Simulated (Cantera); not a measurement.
## Low-pressure radical oxidation in H2/O2

A perfectly stirred reactor is fed with H₂ : O₂ = 0.044 : 0.29 (molar parts), equivalence ratio 0.076, at 20.0 Torr; it is held at 1450 K, and followed from long to short residence time.

Detailed kinetics in Cantera: the H2/O2 subset of GRI-Mech 3.0, which has no nitrogen chemistry. Radical loss at walls, strong at low pressure, is not modelled. The temperature is held fixed by assumption; the heat of reaction is taken as removed at once.

```
τ (s)        x H₂   x O₂      x O   x H₂O     x OH       x H
-------  --------  -----  -------  ------  -------  --------
3.9       9.76e-5  0.857  0.00103   0.140  0.00197   4.70e-5
1.4      0.000191  0.856  0.00205   0.139  0.00278  0.000132
0.49     0.000377  0.853  0.00411   0.138  0.00392  0.000373
0.17     0.000734  0.848  0.00815   0.136  0.00549   0.00104
0.061     0.00136  0.840   0.0153   0.133  0.00747   0.00269
0.022     0.00238  0.827   0.0270   0.127  0.00980   0.00633
0.0076    0.00388  0.808   0.0432   0.119   0.0122    0.0130
0.0027    0.00576  0.792   0.0571   0.111   0.0141    0.0203
0.00096   0.00880  0.784   0.0631   0.103   0.0156    0.0257
0.00034    0.0156  0.785   0.0596  0.0935   0.0173    0.0285
0.00012    0.0323  0.798   0.0469  0.0763   0.0186    0.0277
```
x: mole fraction; the columns are a selection and need not sum to one.
